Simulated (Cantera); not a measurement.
What does this Cantera script print?

```python
import numpy as np
import cantera as ct

gas_names = """
    F F2 N NF NF2 NF3 N2 Si SiF SiF2 SiF3 SiF4 SiN Si2 Si2N Si3
""".split()
cond_names = """
    Si(cr) Si(L) Si3N4(a)
""".split()


def load(file, names, dense=False):
    # The tables refer to 1 bar. Condensed volumes are neglected.
    table = {s.name: s for s in ct.Species.list_from_file(file)}
    out = []
    for n in names:
        d = dict(table[n].input_data)
        d["thermo"] = dict(d["thermo"], **{"reference-pressure": 1e5})
        if dense:
            d["equation-of-state"] = {"model": "constant-volume", "density": "1e6 g/cm^3"}
        out.append(ct.Species.from_dict(d))
    return out


gas = ct.Solution(thermo="ideal-gas", species=load("nasa_gas.yaml", gas_names))
cond = {s.name: ct.Solution(thermo="fixed-stoichiometry", species=[s], name=s.name)
        for s in load("nasa_condensed.yaml", cond_names, dense=True)}
atoms = {
    'Si': {'Si': 1},
    'NF3': {'N': 1, 'F': 3},
    'N2': {'N': 2},
}
top_T = {'Si3N4(a)': 2400}  # K; cautious upper limits of use, not melting points


def equilibrate(T, P, feed):
    n = {}
    for name, mol in feed.items():
        for a, k in atoms[name].items():
            n[a] = n.get(a, 0.0) + k * mol
    gas.TPX = T, P, n
    mass = sum(n.values()) * gas.mean_molecular_weight
    gas.equilibrate("TP")
    valid = [c for c in cond.values() if c.min_temp <= T <= top_T.get(c.name, c.max_temp)]
    mix = ct.Mixture([(gas, mass / gas.mean_molecular_weight)] + [(c, 0.0) for c in valid])
    mix.T, mix.P = T, P
    mix.equilibrate("TP", solver="vcs", rtol=1e-11, max_steps=5000)
    return mix


results = []
T = 975  # K
P = 13332.2  # Pa
for m in [0.56, 0.66, 0.77, 0.9, 1.1, 1.2, 1.5, 1.7, 2, 2.3, 2.7, 3.2, 3.7]:
    feed = {'Si': 1, 'NF3': m, 'N2': 19}  # mol
    mix = equilibrate(T, P, feed)
    results.append((T, P, feed, dict(zip(mix.species_names, mix.species_moles))))
    x = sorted(zip(gas.X, gas.species_names), reverse=True)
    print(f"T = {T:g} K  P = {P:g} Pa  n(NF3) = {m:g} mol  gas = {mix.phase_moles(0):.4g} mol")
    print("   x: " + "  ".join(f"{s} {v:.3e}" for v, s in x if v > 1e-05))
    print("   condensed (mol): " + ("  ".join(f"{mix.phase(i).name} {mix.phase_moles(i):.4g}"
          for i in range(1, mix.n_phases) if mix.phase_moles(i) > 1e-12) or "none"))
```

Result:

```
T = 975 K  P = 13332.2 Pa  n(NF3) = 0.56 mol  gas = 19.31 mol
   x: N2 9.783e-01  SiF4 2.175e-02
   condensed (mol): Si3N4(a) 0.1933
T = 975 K  P = 13332.2 Pa  n(NF3) = 0.66 mol  gas = 19.49 mol
   x: N2 9.746e-01  SiF4 2.540e-02
   condensed (mol): Si3N4(a) 0.1683
T = 975 K  P = 13332.2 Pa  n(NF3) = 0.77 mol  gas = 19.68 mol
   x: N2 9.707e-01  SiF4 2.934e-02
   condensed (mol): Si3N4(a) 0.1408
T = 975 K  P = 13332.2 Pa  n(NF3) = 0.9 mol  gas = 19.91 mol
   x: N2 9.661e-01  SiF4 3.390e-02
   condensed (mol): Si3N4(a) 0.1083
T = 975 K  P = 13332.2 Pa  n(NF3) = 1.1 mol  gas = 20.26 mol
   x: N2 9.593e-01  SiF4 4.072e-02
   condensed (mol): Si3N4(a) 0.05833
T = 975 K  P = 13332.2 Pa  n(NF3) = 1.2 mol  gas = 20.43 mol
   x: N2 9.560e-01  SiF4 4.404e-02
   condensed (mol): Si3N4(a) 0.03333
T = 975 K  P = 13332.2 Pa  n(NF3) = 1.5 mol  gas = 21.15 mol
   x: N2 9.338e-01  SiF4 4.728e-02  F 1.424e-02  F2 4.665e-03  NF3 2.492e-05
   condensed (mol): none
T = 975 K  P = 13332.2 Pa  n(NF3) = 1.7 mol  gas = 21.66 mol
   x: N2 9.165e-01  SiF4 4.617e-02  F 2.398e-02  F2 1.323e-02  NF3 1.179e-04
   condensed (mol): none
T = 975 K  P = 13332.2 Pa  n(NF3) = 2 mol  gas = 22.38 mol
   x: N2 8.936e-01  SiF4 4.469e-02  F 3.428e-02  F2 2.704e-02  NF3 3.403e-04
   condensed (mol): none
T = 975 K  P = 13332.2 Pa  n(NF3) = 2.3 mol  gas = 23.07 mol
   x: N2 8.731e-01  SiF4 4.334e-02  F 4.213e-02  F2 4.085e-02  NF3 6.244e-04
   condensed (mol): none
T = 975 K  P = 13332.2 Pa  n(NF3) = 2.7 mol  gas = 23.98 mol
   x: N2 8.481e-01  F2 5.866e-02  F 5.048e-02  SiF4 4.170e-02  NF3 1.059e-03
   condensed (mol): none
T = 975 K  P = 13332.2 Pa  n(NF3) = 3.2 mol  gas = 25.1 mol
   x: N2 8.200e-01  F2 7.967e-02  F 5.884e-02  SiF4 3.985e-02  NF3 1.649e-03
   condensed (mol): none
T = 975 K  P = 13332.2 Pa  n(NF3) = 3.7 mol  gas = 26.2 mol
   x: N2 7.946e-01  F2 9.927e-02  F 6.567e-02  SiF4 3.817e-02  NF3 2.257e-03
   condensed (mol): none
```

These are equilibrium values from Cantera (NASA tables, ideal gas, pure condensed phases), not measurements of a reactor.
